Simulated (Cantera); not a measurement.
## Si₃N₄ + HCl + O₂ (nitride etching)

A closed system holds: 1 mol Si₃N₄, 59 mol HCl, 3.6 mol O₂, at 13.3 mbar.

Method: chemical equilibrium by Gibbs-energy minimisation in Cantera with the NASA 1993 tables (ideal gas, pure condensed phases). Candidate condensed phases: H₂O, NH₄Cl, Si, SiO₂, Si₂N₂O, Si₃N₄; 47 gas species. The tables hold silica as quartz up to 1696 K and as liquid above; real silica turns to tridymite and cristobalite and melts near 1996 K. Rates play no part.

```csv
T (K),log p HCl,log p Cl,log p N₂,log p H₂O,log p Cl₂,n SiO₂(α-quartz),n SiO₂(β-quartz)
750,-1.91,-7.36,-3.36,-3.58,-3.58,3.00,0
825,-1.91,-6.58,-3.36,-3.58,-3.58,3.00,0
900,-1.91,-5.92,-3.36,-3.58,-3.58,0,3.00
975,-1.91,-5.37,-3.36,-3.59,-3.59,0,3.00
1050,-1.91,-4.90,-3.36,-3.59,-3.60,0,3.00
1125,-1.91,-4.50,-3.36,-3.60,-3.63,0,3.00
1200,-1.91,-4.17,-3.36,-3.62,-3.68,0,3.00
1275,-1.91,-3.89,-3.36,-3.63,-3.77,0,3.00
1350,-1.91,-3.67,-3.36,-3.63,-3.90,0,3.00
1425,-1.91,-3.51,-3.36,-3.62,-4.09,0,3.00
1500,-1.91,-3.40,-3.37,-3.61,-4.33,0,3.00
1575,-1.91,-3.34,-3.37,-3.60,-4.63,0,3.00
1650,-1.92,-3.31,-3.37,-3.59,-4.94,0,3.00
```
log p: log10 of the partial pressure in bar; n: condensed amount in mol.

From 750 K to 825 K the condensed part is SiO₂(α-quartz). From 900 K to 1650 K the condensed part is SiO₂(β-quartz).
